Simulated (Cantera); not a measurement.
## Reactions in the system C-H

Source: NASA polynomial tables (part measured, part estimated), evaluated in Cantera. Values are per mole of reaction as written; species without (g) are pure solids or liquids, kept so even where they would boil at 1 bar.

CH₄(g) + C = C₂H₄(g)

```tsv
T (K)	ΔH° (kJ)	ΔS° (J/K)	ΔG° (kJ)	log10 K
773	127.4	27.7	106.0	-7.16
848	127.4	27.7	103.9	-6.40
923	127.4	27.7	101.8	-5.76
998	127.3	27.6	99.8	-5.22
1073	127.2	27.5	97.7	-4.76
```

3 C + 4 H₂(g) = C₃H₈(g)

| T (K) | ΔH° (kJ) | ΔS° (J/K) | ΔG° (kJ) | log10 K |
|---|---|---|---|---|
| 773 | -126.3 | -316.4 | 118.3 | -7.99 |
| 848 | -128.0 | -318.4 | 142.1 | -8.75 |
| 923 | -129.3 | -320.0 | 166.0 | -9.39 |
| 998 | -130.4 | -321.1 | 190.0 | -9.95 |
| 1073 | -131.1 | -321.7 | 214.2 | -10.42 |
